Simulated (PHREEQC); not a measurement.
Dissolve 0.0022 mol CdCl2, 0.00034 mol Na2SiO3 and 0.0016 mol NaF per kg of water at 25 °C. Closed to the air; pH follows from the charge balance.

All values are PHREEQC results (ion-association model, wateq4f.dat), not measurements.

No solid was allowed to form.

Q: Estimate the pH.

A: pH 9.38.

Q: In which forms is Cl present?

A: Cl- 85 %, CdCl+ 7.5 %, CdOHCl 6.9 % of the Cl.

The solution is supersaturated, for example in Cd(OH)2, CdOHCl, so a real one may precipitate; this is no full list. SiF6-2 is the database's only silicon fluoride.
